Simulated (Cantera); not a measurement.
Feed: 1 mol SiCl₄, 7.3 mol N₂, held at 1.00 bar.

Equilibrium computed with Cantera from the NASA thermochemical tables; the gas is ideal and each condensed phase is pure. Candidate condensed phases: Si, Si₃N₄; 13 gas species. Kinetics and transport are ignored. All values below are at 1173 K.

Base state: N₂ 0.880, SiCl₄ 0.120 (mole fractions); condensed: gas only.

Task: What changes in the equilibrium state with this change: SiCl₄ replaced by SiH₄?

Result: 
```
species        before    after
-------------  ------  -------
N₂              0.880    0.768
H₂                  0    0.232
NH₃                 0  2.12e-5
SiCl₄           0.120        0
Si₃N₄(s), mol       0    0.333
```
N₂ is the only nitrogen source here; it is nearly inert below about 1500 K, so the nitride shown seldom forms there in practice.
